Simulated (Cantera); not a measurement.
An isothermal plug-flow reactor at 750 K and 0.270 bar (inlet), inlet velocity 5 m/s, active area per volume 3100 1/m; feed 0.311 % CO, 15.0 % O₂, 84.7 % N₂, equivalence ratio 0.010.

Detailed kinetics in Cantera: Deutschmann's 1995 Pt surface mechanism with GRI-Mech 3.0 gas chemistry. Catalytic surfaces can have several steady states; this one follows from the mechanism file's or the stated starting coverage. Mass transfer to the wall is taken as infinitely fast.

x: gas mole fraction; θ: surface coverage.

| z (m) | x CO | x O₂ | x H₂O | x CO₂ | θ free Pt | θ O* |
|---|---|---|---|---|---|---|
| 0.00012 | 0.00303 | 0.150 | <1e-12 | 7.65e-5 | 0.0326 | 0.967 |
| 0.00021 | 0.00298 | 0.150 | <1e-12 | [?] | 0.0325 | 0.967 |
| 0.00037 | 0.00288 | 0.150 | <1e-12 | 0.000227 | 0.0323 | 0.967 |
| 0.00065 | 0.00273 | 0.150 | <1e-12 | 0.000384 | 0.0319 | 0.968 |
| 0.0012 | [?] | 0.150 | <1e-12 | [?] | 0.0313 | 0.968 |
| 0.0021 | 0.00207 | 0.150 | <1e-12 | 0.00104 | 0.0306 | 0.969 |
| 0.0037 | 0.00157 | 0.149 | <1e-12 | 0.00154 | 0.0296 | 0.970 |
| 0.0065 | 0.000991 | 0.149 | <1e-12 | 0.00212 | 0.0286 | 0.971 |
| 0.012 | 0.000425 | 0.149 | <1e-12 | 0.00269 | 0.0278 | 0.972 |

Task: Some entries are withheld; supply them.

Result: 
- 0.00021, x CO₂: 0.000132
- 0.0012, x CO: 0.00245
- 0.0012, x CO₂: 0.000659
